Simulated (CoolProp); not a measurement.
The numbers come from the reference Helmholtz-energy equation of state, Lemmon 2006 in CoolProp. It is a short technical equation, of lower accuracy than the large ones.

Task: For toluene, give the phase and the Z, cp (kJ/(kg K)) at 346.85 °C and 130 bar.

Result: 
- 346.85 °C and 130 bar: supercritical; Z 0.444, cp 2.81
